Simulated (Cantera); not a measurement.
A closed system holds: 1 mol SiH₂Cl₂, 2.8 mol HCl, 130 mol N₂, at 0.133 bar.

These are equilibrium values from Cantera (NASA tables, ideal gas, pure condensed phases), not measurements of a reactor. Candidate condensed phases: NH₄Cl, Si, Si₃N₄; 28 gas species. N₂ is the only nitrogen source here; it is nearly inert below about 1500 K, so the nitride shown seldom forms there in practice. The tables' values for SiCl₃ are old estimates; treat these amounts as uncertain. Equilibrium is a limit: real reactors are often held back by kinetics, nucleation or transport.

x: gas mole fraction; n: condensed amount in mol.

| T (K) | x N₂ | x HCl | x H₂ | x SiCl₂ | n Si₃N₄(s) |
|---|---|---|---|---|---|
| 848 | 0.967 | 0.0239 | 0.00597 | 1.33e-10 | 0.200 |
| 923 | 0.967 | 0.0248 | 0.00550 | 3.34e-9 | 0.210 |
| 998 | 0.967 | 0.0255 | 0.00513 | 5.12e-8 | 0.219 |
| 1073 | 0.967 | 0.0262 | 0.00483 | 5.32e-7 | 0.225 |
| 1148 | 0.966 | 0.0266 | 0.00458 | … | 0.230 |
| 1223 | 0.966 | 0.0270 | 0.00439 | 2.36e-5 | 0.234 |
| 1298 | 0.966 | 0.0272 | 0.00428 | 0.000110 | 0.233 |
| 1373 | 0.966 | 0.0272 | 0.00428 | 0.000412 | 0.224 |
| 1448 | 0.966 | 0.0267 | 0.00453 | … | … |
| 1523 | 0.965 | 0.0253 | 0.00521 | 0.00278 | 0.146 |
| 1598 | 0.965 | 0.0229 | 0.00639 | 0.00483 | 0.0739 |
| 1673 | 0.965 | 0.0200 | 0.00778 | 0.00681 | 0 |
| 1748 | 0.965 | 0.0202 | 0.00767 | 0.00700 | 0 |

Q: Fill in the missing entries.

A: 
- 1448, x SiCl₂: 0.00123
- 1448, n Si₃N₄(s): 0.197
- 1148, x SiCl₂: 4.03e-6
